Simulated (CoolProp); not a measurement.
Properties of cyclohexane along the isotherm 346.85 °C.

The numbers come from the reference Helmholtz-energy equation of state, Zhou 2014 in CoolProp.

| p (bar) | phase | density (kg/m³) | speed of sound (m/s) | Joule-Thomson coefficient (K/MPa) |
|---|---|---|---|---|
| 37.1 | gas | 80.43 | 193.5 | 5.960 |
| 74.2 | supercritical | 261.3 | 159.2 | 5.498 |
| 111 | supercritical | 391.0 | 259.0 | 1.590 |
| 148 | supercritical | 442.9 | 346.0 | 0.6995 |
| 185 | supercritical | 474.3 | 413.8 | 0.3621 |
| 223 | supercritical | 497.5 | 471.5 | 0.1828 |
| 260 | supercritical | 515.2 | 520.0 | 0.07644 |
| 297 | supercritical | 529.9 | 563.3 | 0.004488 |
| 334 | supercritical | 542.5 | 602.5 | -0.04738 |
| 371 | supercritical | 553.6 | 638.6 | -0.08650 |
| 408 | supercritical | 563.5 | 672.2 | -0.1170 |
